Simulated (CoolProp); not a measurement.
Vapour-liquid equilibrium of acetone (1) + cyclohexane (2) at 1.13 MPa; x and y are mole fractions of (1).

Values from CoolProp's multi-fluid Helmholtz-energy mixture model, Lemmon 2006 and Zhou 2014; pair parameters Bell 2016.

```csv
x,bubble temperature (K),y at the bubble point,dew temperature at overall composition x (K),liquid density (mol/L)
0.05,452.8,0.159,459.4,7.247
0.125,442.8,0.317,454.9,7.495
0.2,436.4,0.418,450.2,7.708
0.275,432.0,0.488,445.5,7.907
0.35,429.0,0.541,440.7,8.107
0.425,426.7,0.586,435.9,8.317
0.5,424.9,0.628,431.3,8.543
0.575,423.6,0.668,427.2,8.791
0.65,422.6,0.710,424.2,9.062
0.725,421.8,0.756,422.3,9.360
0.8,421.4,0.808,421.5,9.685
0.875,421.4,0.869,421.5,10.04
0.95,421.9,0.942,422.0,10.41
```

y crosses x between x = 0.8 and 0.875: the model has an azeotrope there.

Pair parameters are fitted to limited data, so mixtures are less certain than the pure fluids.
